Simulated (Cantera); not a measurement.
An adiabatic, constant-pressure homogeneous reactor starts with CO : H2 : O2 : N2 = 1 : 0.52 : 0.585 : 2.2 (molar parts), at 1125 K and 2.07 atm. Integrator tolerance rtol = 1e-08.

Model: GRI-Mech 3.0 (53 species, 325 reactions), integrated in Cantera. The hydrogen kinetics of GRI-Mech 3.0 are dated; newer H2 mechanisms differ, most at raised pressure.

Task: What does this change do: H2 0.52 to 0.31 parts?

Result: 
| quantity | before | after |
|---|---|---|
| time of steepest temperature rise | 57.3 µs | 65.4 µs |
| temperature at 2.00 s | 2751 K | 2728 K |
| equilibrium temperature | 2751 K | 2728 K |
| x(CO) at 2.00 s | 0.115 (gas-phase equilibrium 0.115) | 0.0940 (gas-phase equilibrium 0.0940) |
| x(H2) at 2.00 s | 0.0131 (gas-phase equilibrium 0.0131) | 0.00555 (gas-phase equilibrium 0.00555) |
| x(O2) at 2.00 s | 0.0116 (gas-phase equilibrium 0.0116) | 0.0219 (gas-phase equilibrium 0.0219) |
| x(NO) at 2.00 s | 0.00691 (gas-phase equilibrium 0.00691) | 0.00936 (gas-phase equilibrium 0.00936) |
| x(CO2) at 2.00 s | 0.146 (gas-phase equilibrium 0.146) | 0.180 (gas-phase equilibrium 0.180) |

Task: What does this change do: pressure from 2.07 atm to 1.00 atm?

Result: 
```
quantity                                                            before                                    after
---------------------------------  ---------------------------------------  ---------------------------------------
time of steepest temperature rise                                  57.3 µs                                  93.9 µs
temperature at 2.00 s                                               2751 K                                   2700 K
equilibrium temperature                                             2751 K                                   2700 K
x(CO) at 2.00 s                        0.115 (gas-phase equilibrium 0.115)      0.119 (gas-phase equilibrium 0.119)
x(H2) at 2.00 s                      0.0131 (gas-phase equilibrium 0.0131)    0.0139 (gas-phase equilibrium 0.0139)
x(O2) at 2.00 s                      0.0116 (gas-phase equilibrium 0.0116)    0.0136 (gas-phase equilibrium 0.0136)
x(NO) at 2.00 s                    0.00691 (gas-phase equilibrium 0.00691)  0.00691 (gas-phase equilibrium 0.00691)
x(CO2) at 2.00 s                       0.146 (gas-phase equilibrium 0.146)      0.141 (gas-phase equilibrium 0.141)
```

Task: What does this change do: constant volume in place of constant pressure?

Result: 
```json
[
 {"quantity": "time of steepest temperature rise", "before": "57.3 µs", "after": "55.6 µs"},
 {"quantity": "temperature at 2.00 s", "before": "2751 K", "after": "2941 K"},
 {"quantity": "equilibrium temperature", "before": "2751 K", "after": "2941 K"},
 {"quantity": "x(CO) at 2.00 s", "before": "0.115 (gas-phase equilibrium 0.115)", "after": "0.127 (gas-phase equilibrium 0.127)"},
 {"quantity": "x(H2) at 2.00 s", "before": "0.0131 (gas-phase equilibrium 0.0131)", "after": "0.0144 (gas-phase equilibrium 0.0144)"},
 {"quantity": "x(O2) at 2.00 s", "before": "0.0116 (gas-phase equilibrium 0.0116)", "after": "0.0154 (gas-phase equilibrium 0.0154)"},
 {"quantity": "x(NO) at 2.00 s", "before": "0.00691 (gas-phase equilibrium 0.00691)", "after": "0.0102 (gas-phase equilibrium 0.0102)"},
 {"quantity": "x(CO2) at 2.00 s", "before": "0.146 (gas-phase equilibrium 0.146)", "after": "0.131 (gas-phase equilibrium 0.131)"}
]
```
